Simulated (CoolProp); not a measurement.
Vapour pressure (MPa) of c-C4F8 (RC318): the reference equation beside estimates from Tc = 388.4 K, pc = 2.778 MPa, ω = 0.355. Clausius-Clapeyron is anchored at 306.4 K with a constant enthalpy of vaporisation of 20.09 kJ/mol.

Model: reference Helmholtz-energy equation of state, Platzer 1990, in CoolProp. This equation is an older, rougher fit; its heat capacities, sound speeds and derivatives of the liquid may be far off and weren't checked against measurements.

```tsv
T (K)	reference	Lee-Kesler	Clausius-Clapeyron	Redlich-Kwong	Soave-Redlich-Kwong	Peng-Robinson
261.1	0.07824	0.07815	0.1027	0.1711	0.07817	0.07857
268.6	0.1074	0.1074	0.1330	0.2192	0.1074	0.1074
276.2	0.1451	0.1452	0.1704	0.2772	0.1451	0.1446
283.7	0.1916	0.1918	0.2147	0.3445	0.1917	0.1905
291.3	0.2496	0.2499	0.2681	0.4239	0.2500	0.2479
298.9	0.3201	0.3205	0.3311	0.5153	0.3211	0.3177
306.4	0.4035	0.4040	0.4035	0.6182	0.4055	0.4006
314	0.5038	0.5042	0.4884	0.7361	0.5071	0.5006
321.6	0.6218	0.6219	0.5858	0.8686	0.6269	0.6185
329.1	0.7573	0.7570	0.6951	1.015	0.7647	0.7544
336.7	0.9159	0.9152	0.8204	1.178	0.9263	0.9141
344.2	1.096	1.095	0.9593	1.357	1.109	1.096
351.8	1.304	1.302	1.116	1.555	1.321	1.306
```

Absolute difference from the reference over all 13 rows, mean and median: Lee-Kesler 0.1 and 0.1 %, Clausius-Clapeyron 11.5 and 10.4 %, Redlich-Kwong 59.2 and 53.2 %, Soave-Redlich-Kwong 0.6 and 0.5 %, Peng-Robinson 0.4 and 0.4 %.
